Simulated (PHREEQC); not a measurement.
## Nickel, zinc or cadmium bath: an equilibrium model

A solution holds 0.0031 mol NiCl2 and 0.016 mol NaCl per kg of water, at 25 °C. Closed to the air; pH follows from the charge balance.

Equilibrium calculation in PHREEQC: ion-association model, wateq4f.dat.

Precipitation was switched off in this run.

Question: Predict the pH.

Answer: pH 6.31.

Question: In which forms is Ni present?

Answer: Ni+2 97 %, NiCl+ 2.9 % of the Ni.

Species that the database lacks are ignored.
